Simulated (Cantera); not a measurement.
Feed: 1 mol SiHCl3, 3.5 mol NH3, 0.24 mol H2, at 77.0 mbar.

Method: chemical equilibrium by Gibbs-energy minimisation in Cantera with the NASA 1993 tables (ideal gas, pure condensed phases). Candidate condensed phases: NH4Cl, Si, Si3N4; 28 gas species. The tables' values for SiCl3, SiCl, SiN are old estimates; treat these amounts as uncertain. Gases not in the tables: Si2H6 and higher silanes. Kinetics and transport are ignored.

x: gas mole fraction; n: condensed amount in mol.

| T (K) | x H2 | x HCl | x N2 | x SiCl2 | x SiCl4 | x H | n Si3N4(s) | n Si(l) |
|---|---|---|---|---|---|---|---|---|
| 950 | 0.555 | 0.294 | 0.137 | 6.59e-8 | 0.0144 | ? | 0.292 | 0 |
| 1050 | 0.549 | 0.305 | 0.135 | 1.78e-6 | 0.0115 | ? | 0.300 | 0 |
| 1150 | 0.545 | 0.312 | 0.133 | 2.64e-5 | 0.00937 | ? | 0.305 | 0 |
| 1250 | 0.542 | 0.317 | 0.133 | 0.000249 | 0.00770 | ? | 0.308 | 0 |
| 1350 | 0.541 | 0.316 | 0.133 | 0.00161 | 0.00614 | ? | 0.305 | 0 |
| 1450 | 0.543 | 0.306 | 0.136 | 0.00737 | 0.00431 | ? | 0.289 | 0 |
| 1550 | 0.550 | 0.275 | 0.144 | 0.0228 | 0.00225 | ? | 0.247 | 0 |
| 1650 | 0.563 | 0.226 | 0.158 | 0.0478 | 0.000794 | ? | 0.176 | 0 |
| 1750 | 0.577 | 0.173 | 0.172 | 0.0746 | 0.000211 | ? | 0.0984 | 0 |
| 1850 | 0.580 | 0.135 | 0.189 | 0.0914 | 5.45e-5 | ? | 0 | 0.134 |
| 1950 | 0.575 | 0.142 | 0.189 | 0.0887 | 2.24e-5 | ? | 0 | 0.157 |
| 2050 | 0.568 | 0.147 | 0.188 | 0.0856 | 9.97e-6 | ? | 0 | 0.172 |

Task: Some entries are withheld; supply them.

Result: 
- 950, x H: 1.49e-9
- 1050, x H: 2.17e-8
- 1150, x H: 1.98e-7
- 1250, x H: 1.28e-6
- 1350, x H: 6.32e-6
- 1450, x H: 2.51e-5
- 1550, x H: 8.42e-5
- 1650, x H: 0.000246
- 1750, x H: 0.000636
- 1850, x H: 0.00148
- 1950, x H: 0.00313
- 2050, x H: 0.00616
